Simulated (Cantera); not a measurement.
## Equilibrium for aluminium and copper etching: Cu + F₂ + H₂

A closed system holds: 1 mol Cu, 1.8 mol F₂, 0.59 mol H₂, equilibrated at 100000 Pa.

Cantera equilibrium calculation (NASA polynomials, part measured and part estimated; ideal gas, pure solids and liquids). Candidate condensed phases: Cu, CuF₂; 15 gas species. Rates play no part.

From 450 K to 1050 K the condensed part is CuF₂(s).

| T (K) | x HF | x F₂ | x F | x H₂F₂ | x CuF₂ | n CuF₂(s) |
|---|---|---|---|---|---|---|
| 450 | 0.846 | 0.151 | 2.49e-7 | 0.00216 | <1e-12 | 1.00 |
| 550 | 0.848 | 0.151 | 1.25e-5 | 0.000522 | <1e-12 | 1.00 |
| 650 | 0.849 | 0.151 | 0.000191 | 0.000192 | <1e-12 | 1.00 |
| 750 | 0.848 | 0.150 | 0.00142 | 9.23e-5 | 3.98e-10 | 1.00 |
| 850 | 0.846 | 0.147 | 0.00658 | 5.25e-5 | 5.31e-8 | 1.00 |
| 950 | 0.840 | 0.139 | 0.0217 | 3.34e-5 | 2.41e-6 | 1.000 |
| 1050 | 0.826 | 0.120 | 0.0545 | 2.27e-5 | 5.08e-5 | 1.000 |
x: gas mole fraction; n: condensed amount in mol.
